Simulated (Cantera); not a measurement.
Gas mixture: 100 % C₂H₄, at 5.00 bar, frozen composition.

Cantera's kinetic-theory transport with the Lennard-Jones parameters of GRI-Mech 3.0, ideal gas; thermal conductivity in the multicomponent form. The composition is frozen, though it would react at the higher temperatures.

One state of this run: ρ (kg/m³) = 1.47; cp (J/kg/K) = 3563; μ (µPa s) = 31.5; λ (mW/m/K) = 150; Pr = 0.748; D (cm²/s) H₂ = 1.24; D (cm²/s) H = 2.00; D (cm²/s) NO = 0.339. D: mixture-averaged diffusion coefficient of that species in the mixture.

Task: Which value of T (K) does it belong to?
(A) 400
(B) 1400
(C) 1150
(D) 650

Result: C, 1150
